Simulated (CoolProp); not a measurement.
Values from CoolProp's reference Helmholtz-energy equation of state, de Vries 1995.

Q: For R124, give the phase and the cv (kJ/(kg K)), conductivity (mW/(m K)), Prandtl number at 371.5 K and 101 kPa.

A: 
- 371.5 K and 101 kPa: gas; cv 0.767, conductivity 19.2, Prandtl number 0.697

Viscosity comes from a separate model (Bell 2016), an estimate that may be off by 10 % or more. Thermal conductivity comes from a separate model (Huber 2003), an estimate that may be off by 10 % or more.
